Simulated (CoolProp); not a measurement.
Vapour-liquid equilibrium of carbon dioxide (1) + R125 (2) at 258.3 K; x and y are mole fractions of (1).

Model: multi-fluid Helmholtz-energy mixture model, Span 1996 and Lemmon 2005; pair parameters Bell 2016, in CoolProp.

```tsv
x	bubble pressure (MPa)	y at the bubble point	dew pressure at overall composition x (MPa)	liquid density (mol/L)
0.05	0.5163	0.227	0.4273	11.84
0.15	0.7334	0.485	0.4736	12.48
0.25	0.9426	0.626	0.5305	13.18
0.35	1.140	0.715	0.6018	13.96
0.45	1.326	0.778	0.6940	14.84
0.55	1.503	0.827	0.8173	15.82
0.65	1.676	0.869	0.9890	16.96
0.75	1.847	0.907	1.237	18.29
0.85	2.023	0.943	1.595	19.87
0.95	2.206	0.981	2.055	21.78
```

No azeotrope shows between x = 0.05 and 0.95.

The pair parameters rest on a limited set of measurements; away from them the model extrapolates.
